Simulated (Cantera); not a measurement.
An isothermal, constant-pressure homogeneous reactor starts with C3H8 : H2 = 1 : 31 (molar parts), at 1525 K and 0.00385 atm. Integrator tolerance rtol = 1e-08.

Model: GRI-Mech 3.0 (53 species, 325 reactions), integrated in Cantera. GRI-Mech 3.0 was tuned for natural gas; its chemistry of propane as a main component is partial and can be far from experiment. GRI-Mech 3.0 stops at C3 and has no aromatics, soot or wall deposition, so with more carbon than oxygen in the feed, carbon stays in small species such as C2H2 where larger ones or solid carbon would form. Radical loss at walls, strong at low pressure, is not modelled.

```json
[
 {"quantity": "x(C3H8) at 20.0 s", "before": "2.94e-11 (gas-phase equilibrium <1e-12)", "after": "1.91e-9 (gas-phase equilibrium 1.06e-10)"},
 {"quantity": "x(H2) at 20.0 s", "before": "0.945 (gas-phase equilibrium 0.957)", "after": "0.939 (gas-phase equilibrium 0.935)"},
 {"quantity": "x(H) at 20.0 s", "before": "0.000296 (gas-phase equilibrium 0.000373)", "after": "2.99e-6 (gas-phase equilibrium 1.84e-6)"},
 {"quantity": "x(C2H2) at 20.0 s", "before": "0.0331 (gas-phase equilibrium 0.0426)", "after": "0.00721 (gas-phase equilibrium 0.0226)"},
 {"quantity": "x(C2H4) at 20.0 s", "before": "5.04e-5 (gas-phase equilibrium 3.50e-5)", "after": "0.0226 (gas-phase equilibrium 0.00153)"},
 {"quantity": "x(CH3) at 20.0 s", "before": "0.000134 (gas-phase equilibrium 3.86e-6)", "after": "1.85e-6 (gas-phase equilibrium 1.53e-6)"},
 {"quantity": "x(CH4) at 20.0 s", "before": "0.0211 (gas-phase equilibrium 0.000489)", "after": "0.0307 (gas-phase equilibrium 0.0411)"}
]
```

Q: Which change was made?
A. temperature 1525 to 1173 K
B. pressure from 0.00385 atm to 0.00898 atm
C. pressure from 0.00385 atm to 0.0227 atm
D. temperature 1525 to 1400 K

A: A, temperature 1525 to 1173 K
